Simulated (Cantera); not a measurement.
Charge: 1 mol Si3H8, 0.0097 mol Cl2, 24 mol N2, 1.3 mol HCl, equilibrated at 2500 Pa.

Cantera equilibrium calculation (NASA polynomials, part measured and part estimated; ideal gas, pure solids and liquids). Candidate condensed phases: NH4Cl, Si, Si3N4; 28 gas species. The feed counts by its element totals alone. N2 is the only nitrogen source here; it is nearly inert below about 1500 K, so the nitride shown seldom forms there in practice. Kinetics and transport are ignored. All values below are at 900 K.

Base state: N2 0.806, H2 0.146, HCl 0.0482, SiCl4 4.01e-5 (mole fractions); condensed: Si3N4(s).

Problem. What changes in the equilibrium state with this change: Si3H8 replaced by Si2Cl6?

Solution. 
| species | before | after |
|---|---|---|
| N2 | 0.806 | 0.895 |
| SiCl4 | 4.01e-5 | 0.0583 |
| HCl | 0.0482 | 0.0432 |
| H2 | 0.146 | 0.00297 |
| SiHCl3 | 3.46e-7 | 1.14e-5 |
| Si3N4(s), mol | 1.000 | 0.152 |
